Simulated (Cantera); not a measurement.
Predominance diagram of Ta at 1600 K against the partial pressures of O₂ and CO (log10, bar). Cantera with NASA thermochemical tables; ideal gases at 1 bar, condensed phases pure. Candidates: Ta(s), TaC(s), Ta₂O₅(s). Only these pure phases compete in this equilibrium. TaC: taken at fixed stoichiometry. Not in the tables: Ta₂C.

Q: Which phase is stable at these pairs, and which metal-bearing vapour leads over it? (-20.7, -3.2); (-17, -1.1); (-13.4, -6.5); (-1.2, -9.8); (-15.8, -5.4); (-6.1, -11.9); (-11, -8.7)

A: 
```csv
log p(O₂),log p(CO),phase,chief vapour,log p (bar)
-20.7,-3.2,TaC(s),TaO,-15.4
-17,-1.1,TaC(s),TaO₂,-12.8
-13.4,-6.5,Ta₂O₅(s),TaO₂,-10.9
-1.2,-9.8,Ta₂O₅(s),TaO₂,-13.9
-15.8,-5.4,Ta₂O₅(s),TaO₂,-10.3
-6.1,-11.9,Ta₂O₅(s),TaO₂,-12.7
-11,-8.7,Ta₂O₅(s),TaO₂,-11.5
```
